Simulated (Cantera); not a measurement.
## Ignition delay

Mixture: CH3OH : O2 : N2 = 1 : 1.25 : 4.7 (molar parts), equivalence ratio 1.2, at 8.30 bar, adiabatic and at constant pressure. Ignition delay is the time to a rise of 400 K.

Model: GRI-Mech 3.0 (53 species, 325 reactions), integrated in Cantera. GRI-Mech 3.0 was tuned for natural gas; its chemistry of methanol as a main component is partial and can be far from experiment.

```json
[
 {"T0 (K)": "1248", "delay (ms)": "0.752"},
 {"T0 (K)": "1323", "delay (ms)": "0.255"},
 {"T0 (K)": "1398", "delay (ms)": "0.0993"},
 {"T0 (K)": "1473", "delay (ms)": "0.0438"},
 {"T0 (K)": "1548", "delay (ms)": "0.0215"}
]
```

apparent activation energy between 1398 and 1548 K: 180 kJ/mol
